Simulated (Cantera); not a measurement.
Cantera run:

```python
import numpy as np
import cantera as ct

gas_names = [...]  # 123 gases of nasa_gas.yaml made of C, H, O, Si
cond_names = """
    C(gr) C6H6(L) C7H8(L) C8H18(L),n-octa H2O(s) H2O(L) Si(cr) Si(L) SiC(b) SiO2(Lqz) SiO2(hqz) SiO2(L)
""".split()


# ... load() reads the species with a 1 bar reference pressure and builds the phases ...
atoms = {
    'TEOS': {'Si': 1, 'C': 8, 'H': 20, 'O': 4},
    'CO2': {'C': 1, 'O': 2},
}
top_T = {'C(gr)': 4500, 'SiC(b)': 3050}  # K; cautious upper limits of use, not melting points


# ... equilibrate(T, P, feed) seeds the gas with the atoms and calls Mixture.equilibrate('TP', solver="vcs", rtol=1e-11, max_steps=5000) ...
results = []
feed = {'TEOS': 1, 'CO2': 4.6}  # mol
T = 1150  # K
for P in [5, 36, 260, 1900, 14000, 100000]:
    mix = equilibrate(T, P, feed)
    results.append((T, P, feed, dict(zip(mix.species_names, mix.species_moles))))

top = {s: max(r[3][s] / sum(r[3][g] for g in gas_names) for r in results) for s in gas_names}
cols = sorted((s for s in top if top[s] > 0.001), key=lambda s: -top[s])[:5]
seen = [c for c in cond_names if any(r[3].get(c, 0) > 1e-12 for r in results)]
print("log10 of partial pressures in bar; condensed amounts in mol")
print(f"{'P/Pa':>10s}" + "".join(f"{s[:9]:>10s}" for s in cols + seen))
for T, P, feed, n in results:
    ng = sum(n[g] for g in gas_names)
    print(f"{P:10.4g}" + "".join(f"{np.log10(max(n[s] / ng * P / 1e5, 1e-99)):10.3f}" for s in cols)
          + "".join(f"{n.get(c, 0):10.4g}" for c in seen))
```

It prints:

```
log10 of partial pressures in bar; condensed amounts in mol
      P/Pa        CO        H2       H2O       CO2       CH4     C(gr) SiO2(hqz)
         5    -4.578    -4.627   -10.534   -10.560   -10.886     1.399     0.999
        36    -3.721    -3.770    -8.820    -8.846    -9.171       1.4         1
       260    -2.862    -2.911    -7.102    -7.128    -7.453     1.401         1
      1900    -1.999    -2.048    -5.375    -5.401    -5.726     1.407         1
   1.4e+04    -1.133    -1.181    -3.643    -3.670    -3.993     1.451         1
     1e+05    -0.292    -0.334    -1.955    -1.988    -2.299     1.738         1
```

Method: chemical equilibrium by Gibbs-energy minimisation in Cantera with the NASA 1993 tables (ideal gas, pure condensed phases). The feed counts by its element totals alone. The tables hold silica as quartz up to 1696 K and as liquid above; real silica turns to tridymite and cristobalite and melts near 1996 K.
